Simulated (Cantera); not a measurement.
Mixture: CH4 : O2 : N2 = 1 : 3.12 : 11.8 (molar parts), equivalence ratio 0.64, at 2.66 atm, adiabatic and at constant pressure. Ignition delay is the time to a rise of 400 K.

Detailed kinetics in Cantera: GRI-Mech 3.0 (53 species, 325 reactions).

Problem. What does this change do: pressure from 2.66 atm to 9.87 atm?

Solution. 
| quantity | before | after |
|---|---|---|
| delay at 1200 K | 14.9 ms | 3.91 ms |
| delay at 1400 K | 1.30 ms | 0.418 ms |
| delay at 1600 K | 0.189 ms | 66.6 µs |
| delay at 1800 K | 45.2 µs | 15.3 µs |
| delay at 2000 K | 15.4 µs | 4.87 µs |
| apparent activation energy between 1900 and 2100 K | 160 kJ/mol | 170 kJ/mol |
